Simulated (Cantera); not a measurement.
Charge: 1 mol V₂O₃, 0.38 mol H₂, a varied amount of H₂O, equilibrated at 1423.15 K and 10.0 mbar.

Equilibrium computed with Cantera from the NASA thermochemical tables; the gas is ideal and each condensed phase is pure. Candidate condensed phases: H₂O, V, VO, V₂O₃, V₂O₄, V₂O₅; 12 gas species. Condensed phases not in the tables: the oxides between V₂O₃ and V₂O₅ other than VO₂. Kinetics and transport are ignored.

**Question.** At 0.15 mol H₂O, list the 3 most abundant gas species with their mole fractions, and the condensed phases.

**Answer.** H₂ 0.717, H₂O 0.283, H 5.64e-5. Condensed: V₂O₃(s).
